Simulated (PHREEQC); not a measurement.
Solution (25 °C): 0.0015 mol Cu(NO3)2, 0.0005 mol H2SO4 and 0.0001 mol H3BO3 per kg of water. Closed to the air; pH follows from the charge balance.

Equilibrium calculation in PHREEQC: ion-association model, wateq4f.dat.

No solid was allowed to form.

Q: What pH does the model give?

A: pH 3.04.

Q: In which forms is S present?

A: SO4-2 82 %, CuSO4 13 %, HSO4- 5.7 % of the S.

Complexes and solids missing from the database can't appear.
